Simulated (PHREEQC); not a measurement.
A solution holds 7.8 mmol/kgw TMAH and 0.099 mmol/kgw H3BO3, at 43 °C. Closed to the air; pH follows from the charge balance.

Equilibrium calculation in PHREEQC: ion-association model, phreeqc.dat.

Each row changes one thing in this solution. This is a speciation only: nothing precipitates in the calculation.

| case | pH | ionic strength (mol/kgw) | H3BO3 (mol/kgw) |
|---|---|---|---|
| as made | 11.29 | 0.00780 | 5.79e-7 |
| H3BO3 replaced by NH4BF4 at the same molality | 11.27 | 0.00780 | ? |
| H3BO3 replaced by Na2B4O7 at the same molality | 11.29 | ? | 2.34e-6 |
| TMAH left out | 6.47 | ? | ? |
| diluted 10-fold with water | 10.32 | 0.000780 | 5.50e-7 |
| 0.001 mol/kgw H2SO4 added | 11.16 | 0.00880 | 7.80e-7 |

Problem. What belongs in the gaps?

Solution. 
- H3BO3 replaced by NH4BF4 at the same molality, H3BO3 (mol/kgw): 6.10e-7
- H3BO3 replaced by Na2B4O7 at the same molality, ionic strength (mol/kgw): 0.00800
- TMAH left out, ionic strength (mol/kgw): 3.36e-7
- TMAH left out, H3BO3 (mol/kgw): 9.88e-5

(CH3)4N+ isn't in the database: it is added as a free cation with an ion size of 4 Å. At this temperature some constants are extrapolated from 25 °C, and those without enthalpy data are left unchanged. Real BF4- forms and hydrolyses slowly; the run takes it at equilibrium.
